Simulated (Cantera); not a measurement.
A closed system holds: 1 mol BCl3, 6.8 mol H2O, 5.4 mol H2, equilibrated at 33.0 mbar.

Method: chemical equilibrium by Gibbs-energy minimisation in Cantera with the NASA 1993 tables (ideal gas, pure condensed phases). Candidate condensed phases: B, B2O3, B3O3H3, H2O; 33 gas species. The tables' values for BOCl are old estimates; treat these amounts as uncertain. Kinetics and transport are ignored.

Problem. At 2048 K, list the 4 most abundant gas species with their mole fractions, and the condensed phases.

Solution. H2 0.376, H2O 0.338, HCl 0.207, HBO2 0.0661. Condensed: gas only.
